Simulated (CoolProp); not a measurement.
Model: reference Helmholtz-energy equation of state, Gao 2022, in CoolProp.

Question: Give the vapour pressure (MPa), vapour density (kg/m³), enthalpy of vaporisation (kJ/kg), liquid cp (kJ/(kg K)) of saturated n-perfluoropentane at 31.55, 75.25, 118.85 °C.

Answer: 
```json
[
 {"T (°C)": "31.55", "p (MPa)": "0.110", "vapour density (kg/m³)": "13.3", "enthalpy of vaporisation (kJ/kg)": "90.0", "liquid cp (kJ/(kg K))": "1.06"},
 {"T (°C)": "75.25", "p (MPa)": "0.421", "vapour density (kg/m³)": "49.8", "enthalpy of vaporisation (kJ/kg)": "74.8", "liquid cp (kJ/(kg K))": "1.16"},
 {"T (°C)": "118.85", "p (MPa)": "1.16", "vapour density (kg/m³)": "158", "enthalpy of vaporisation (kJ/kg)": "51.7", "liquid cp (kJ/(kg K))": "1.36"}
]
```
